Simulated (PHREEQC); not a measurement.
Consider water at 45 °C with 0.23 mol H3PO4 per kg of water. Closed to the air; pH follows from the charge balance.

Computed with PHREEQC (ion-association model, phreeqc.dat).

Each row changes one thing in this solution. No solid was allowed to form.

```
case                                               pH  ionic strength (mol/kgw)  H2PO4- (mol/kgw)  HPO4-2 (mol/kgw)
----------------------------------------------  -----  ------------------------  ----------------  ----------------
as made                                          1.48                    0.0382            0.0382           1.38e-7
H3PO4 replaced by NaH2PO4 at the same molality   4.40                     0.231             0.228           0.00107
H3PO4 replaced by K2HPO4 at the same molality    8.83                       [?]               [?]             0.199
H3PO4 from 0.23 to 0.345 mol/kgw                 1.39                    0.0482            0.0482           1.47e-7
H3PO4 replaced by Na2HPO4 at the same molality   8.83                     0.626           0.00117             0.195
diluted 5-fold with water                        1.88                    0.0147            0.0147           1.11e-7
H3PO4 replaced by K3PO4 at the same molality    11.68                      1.30           2.05e-7            0.0294
```

### Question
Fill in the missing entries.

### Answer

- H3PO4 replaced by K2HPO4 at the same molality, ionic strength (mol/kgw): 0.633
- H3PO4 replaced by K2HPO4 at the same molality, H2PO4- (mol/kgw): 0.00120

The ionic strength passes 0.7 mol/kgw, the rough limit of the ion-association models, in H3PO4 replaced by K3PO4 at the same molality. At this temperature some constants are extrapolated from 25 °C, and those without enthalpy data are left unchanged.
